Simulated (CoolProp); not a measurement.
Hydrogen sulfide at 626.88 K and 0.74 MPa is throttled through a valve to 0.196 MPa with no heat exchange. Each further row changes one setting.

Computed with CoolProp (reference Helmholtz-energy equation of state, Lemmon 2006). It is a short technical equation, of lower accuracy than the large ones.

| case | temperature change (K) | final density (kg/m³) |
|---|---|---|
| as stated | … | … |
| outlet pressure 0.0588 MPa | … | 0.386 |
| outlet pressure 0.255 MPa | … | 1.67 |

**Question.** What belongs in the gaps?

**Answer.** 
- as stated, temperature change (K): -1.8
- as stated, final density (kg/m³): 1.29
- outlet pressure 0.0588 MPa, temperature change (K): -2.3
- outlet pressure 0.255 MPa, temperature change (K): -1.6
